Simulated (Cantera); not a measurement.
A Cantera script and what it prints.

```python
import numpy as np
import cantera as ct

gas_names = [...]  # 123 gases of nasa_gas.yaml made of C, H, O, Si
cond_names = """
    C(gr) C6H6(L) C7H8(L) C8H18(L),n-octa H2O(s) H2O(L) Si(cr) Si(L) SiC(b) SiO2(Lqz) SiO2(hqz) SiO2(L)
""".split()


# ... load() reads the species with a 1 bar reference pressure and builds the phases ...
atoms = {
    'SiC': {'Si': 1, 'C': 1},
    'O2': {'O': 2},
    'H2': {'H': 2},
}
top_T = {'C(gr)': 4500, 'SiC(b)': 3050}  # K; cautious upper limits of use, not melting points


# ... equilibrate(T, P, feed) seeds the gas with the atoms and calls Mixture.equilibrate('TP', solver="vcs", rtol=1e-11, max_steps=5000) ...
results = []
feed = {'SiC': 1, 'O2': 0.21, 'H2': 11}  # mol
P = 2900  # Pa
for T in [1098, 1248, 1398, 1548, 1698, 1848, 1998, 2148]:
    mix = equilibrate(T, P, feed)
    results.append((T, P, feed, dict(zip(mix.species_names, mix.species_moles))))

top = {s: max(r[3][s] / sum(r[3][g] for g in gas_names) for r in results) for s in gas_names}
cols = sorted((s for s in top if top[s] > 0.0001), key=lambda s: -top[s])[:9]
seen = [c for c in cond_names if any(r[3].get(c, 0) > 1e-12 for r in results)]
print("log10 of partial pressures in bar; condensed amounts in mol")
print(f"{'T/K':>10s}" + "".join(f"{s[:9]:>10s}" for s in cols + seen))
for T, P, feed, n in results:
    ng = sum(n[g] for g in gas_names)
    print(f"{T:10.4g}" + "".join(f"{np.log10(max(n[s] / ng * P / 1e5, 1e-99)):10.3f}" for s in cols)
          + "".join(f"{n.get(c, 0):10.4g}" for c in seen))
```

Output:

```
log10 of partial pressures in bar; condensed amounts in mol
       T/K        H2         H        CO       SiO        Si       CH4       SiH      Si2C      SiH2     C(gr)    SiC(b) SiO2(hqz)
      1098    -1.538    -8.376    -5.488    -9.202   -16.734    -4.513   -16.017   -21.462   -13.508    0.1965    0.7906    0.2094
      1248    -1.540    -7.101    -3.759    -7.019   -13.761    -5.033   -13.484   -17.625   -11.712    0.1067    0.8233    0.1767
      1398    -1.543    -6.097    -3.435    -4.972   -10.746    -6.131   -10.816   -13.939    -9.618         0    0.8586    0.1373
      1548    -1.553    -5.288    -3.280    -3.295    -8.252    -7.099    -8.606   -10.911    -7.872         0    0.7936  0.007139
      1698    -1.554    -4.617    -3.273    -3.273    -6.821    -7.261    -7.405    -9.045    -7.047         0      0.79         0
      1848    -1.555    -4.053    -3.273    -3.275    -5.631    -7.389    -6.410    -7.497    -6.364         0    0.7893         0
      1998    -1.558    -3.574    -3.264    -3.287    -4.631    -7.492    -5.576    -6.196    -5.797         0     0.784         0
      2148    -1.567    -3.164    -3.214    -3.360    -3.824    -7.538    -4.917    -5.135    -5.368         0    0.7511         0
```

Cantera equilibrium calculation (NASA polynomials, part measured and part estimated; ideal gas, pure solids and liquids). Mutual solubility and eutectic melting of coexisting phases are not modelled. The tables hold silica as quartz up to 1696 K and as liquid above; real silica turns to tridymite and cristobalite and melts near 1996 K. Gases not in the tables: Si2H6 and higher silanes.
